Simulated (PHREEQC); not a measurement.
0.14 g of hydrous ferric oxide (600 m²/g; 0.2 weak and 0.005 strong sites per Fe, Dzombak-Morel constants, diffuse double layer) in 1 kg of water with 0.001 mol/kgw of an inert sodium salt and 0.00015 mol/kgw H3BO3, 2.1e-05 mol/kgw Na2HAsO4 and 3.4e-05 mol/kgw NiCl2, at 25 °C; the pH is set by adding NaOH or the inert anion's acid. Oxygen alone is held at its pressure in air (log pO2 = -0.68). No CO2 enters from the air. No solid was allowed to form.

Base run: PHREEQC, ion-association model, wateq4f.dat. Each further column changes one thing. The table gives Ni sorbed (%).

```tsv
pH	base	no electrostatic term (-no_edl)	background salt from 0.001 to 0.0001 mol/kgw	oxide from 0.14 to 0.7 g/kgw
4	0.0	0.0	0.0	0.0
5	0.3	0.8	0.3	1.0
6	11.2	19.9	11.4	34.0
7	57.4	78.0	58.5	95.1
8	98.8	98.6	98.9	99.9
9	100.0	99.7	100.0	100.0
10	100.0	98.4	100.0	100.0
```

The database has no arsenate complexes of Ni. In at least one series the solution becomes supersaturated in solids that the run did not let form, among them Ni(OH)2.
